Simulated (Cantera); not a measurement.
Input: 1 mol Si, a varied amount of HF, 0.76 mol N2, held at 1173 K and 41.0 mbar.

These are equilibrium values from Cantera (NASA tables, ideal gas, pure condensed phases), not measurements of a reactor. Candidate condensed phases: Si, Si3N4; 37 gas species. N2 is the only nitrogen source here; it is nearly inert below about 1500 K, so the nitride shown seldom forms there in practice. The numbers say what is thermodynamically allowed, not how fast it happens.

Q: Which condensed phases are stable at each of these points (n(HF) (mol)): 1.4, 1.8, 2.1, 2.6, 3.1, 3.8, 4.6, 5.5, 6.7, 8.1, 9.8?

A: 
| n(HF) (mol) | condensed phases | Si condensed (%) |
|---|---|---|
| 1.4 | Si3N4(s) | 65.0 |
| 1.8 | Si3N4(s) | 55.0 |
| 2.1 | Si3N4(s) | 47.5 |
| 2.6 | Si3N4(s) | 35.0 |
| 3.1 | Si3N4(s) | 22.5 |
| 3.8 | Si3N4(s) | 5.0 |
| 4.6 | gas only | 0.0 |
| 5.5 | gas only | 0.0 |
| 6.7 | gas only | 0.0 |
| 8.1 | gas only | 0.0 |
| 9.8 | gas only | 0.0 |

From 1.4 mol HF to 3.8 mol HF the condensed part is Si3N4(s). From 4.6 mol HF to 9.8 mol HF nothing is condensed.
